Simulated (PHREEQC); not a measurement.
Make-up at 25 °C: 0.0016 mol/kgw NaHSO4, 0.11 mol/kgw NH3 and 0.026 mol/kgw LiCl. Closed to the air; pH follows from the charge balance.

Equilibrium calculation in PHREEQC: ion-association model, wateq4f.dat.

Each row changes one thing in this solution. Precipitation was switched off in this run.

```
case                                                pH  ionic strength (mol/kgw)  NH4+ (mol/kgw)  SI of Halite (NaCl)
-----------------------------------------------  -----  ------------------------  --------------  -------------------
as made                                          10.93                    0.0316         0.00259                -6.11
NaHSO4 replaced by NaF at the same molality      11.14                    0.0292         0.00162                -6.10
0.0053 mol/kgw KCl added                         10.94                    0.0369         0.00261                -6.04
NaHSO4 replaced by Na2B4O7 at the same molality  10.77                    0.0330         0.00375                -5.81
diluted 2-fold with water                        10.83                    0.0161         0.00156                -6.68
NH3 from 0.11 to 0.099 mol/kgw                   10.90                    0.0315         0.00252                -6.11
LiCl from 0.026 to 0.13 mol/kgw                  10.95                     0.135         0.00278                -5.51
NaHSO4 from 0.0016 to 0.00032 mol/kgw            11.10                    0.0284         0.00179                -6.80
```
